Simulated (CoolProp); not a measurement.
Vapour-liquid equilibrium of toluene (1) + ethylbenzene (2) at 528.4 K; x and y are mole fractions of (1).

Computed with CoolProp (multi-fluid Helmholtz-energy mixture model, Lemmon 2006 and Zhou 2012; pair parameters Bell 2016).

```tsv
x	bubble pressure, mixture model (bar)	bubble pressure, Raoult's law (bar)	y, mixture model	y, Raoult's law
0.05	?	11.44	?	0.079
0.2	12.38	12.48	0.259	0.289
0.35	13.32	13.52	0.426	0.467
0.5	14.30	14.56	0.579	0.619
0.65	15.32	15.60	0.719	0.751
0.8	?	16.64	?	0.867
0.95	?	17.68	?	0.969
```

Question: Complete the blanks.

Answer: 
- 0.05, bubble pressure, mixture model (bar): 11.42
- 0.05, y, mixture model: 0.070
- 0.8, bubble pressure, mixture model (bar): 16.42
- 0.8, y, mixture model: 0.848
- 0.95, bubble pressure, mixture model (bar): 17.61
- 0.95, y, mixture model: 0.964

The largest gap from Raoult's law is -1.8 % in bubble pressure, at x = 0.5. No azeotrope shows between x = 0.05 and 0.95.

Pair parameters are fitted to limited data, so mixtures are less certain than the pure fluids.
